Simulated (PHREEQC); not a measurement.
Na2HPO4 is added in steps, without added water, to 1 kg of water holding 8.7 mmol/kgw Cu(NO3)2, 0.11 mmol/kgw HCl and 1.5 mmol/kgw NaCl, at 25 °C. O2 is buffered at 0.21 atm. The system is closed to CO2. Solids allowed: Cu(OH)2, Atacamite, Cu2(OH)3NO3, Cu3(PO4)2:3H2O, Halite. Others were left out.

Base run: PHREEQC, ion-association model, wateq4f.dat. Each further column changes one thing. The table gives pH.

```
Na2HPO4 added (mol)  base  all activity coefficients set to 1  Davies equation for every ion  Debye-Hückel limiting law  metal-ligand complexes left out
-------------------  ----  ----------------------------------  -----------------------------  -------------------------  -------------------------------
0                    4.01                                3.95                           4.02                       4.04                             4.01
0.002917             4.27                                4.06                           4.29                       4.34                             4.27
0.005833             4.26                                4.04                           4.27                       4.33                             4.26
0.01021              4.58                                4.37                           4.59                       4.64                             4.58
0.01312              6.37                                6.56                           6.37                       6.32                             6.38
0.01604              6.83                                7.04                           6.83                       6.76                             6.85
0.01896              7.04                                7.26                           7.03                       6.95                             7.05
0.02187              7.17                                7.41                           7.16                       7.07                             7.18
0.02479              7.26                                7.51                           7.26                       7.15                             7.28
0.02917              7.36                                7.63                           7.36                       7.24                             7.38
0.03208              7.42                                7.69                           7.42                       7.28                             7.44
0.035                7.47                                7.75                           7.47                       7.32                             7.49
```

H3PO4, which wateq4f.dat lacks, is added to it with the constant of phreeqc.dat. The database has no phosphate complexes of Cu. The database's constant for dissolved Cu(OH)2 is higher than later reviews accept.
